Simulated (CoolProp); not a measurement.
Vapour-liquid equilibrium of propane (1) + isobutane (2) at 240.7 K; x and y are mole fractions of (1).

The numbers come from the multi-fluid Helmholtz-energy mixture model, Lemmon 2009 and Bücker 2006; pair parameters Kunz 2012 in CoolProp.

**Question.** Give the bubble pressure and the first vapour's composition at x = 0.35, 0.5, 0.95. Is there an azeotrope?

**Answer.** x = 0.35: 0.07913 MPa, y = 0.649; x = 0.5: 0.09525 MPa, y = 0.774; x = 0.95: 0.1464 MPa, y = 0.985. No azeotrope shows between x = 0.05 and 0.95.

The pair parameters rest on a limited set of measurements; away from them the model extrapolates.
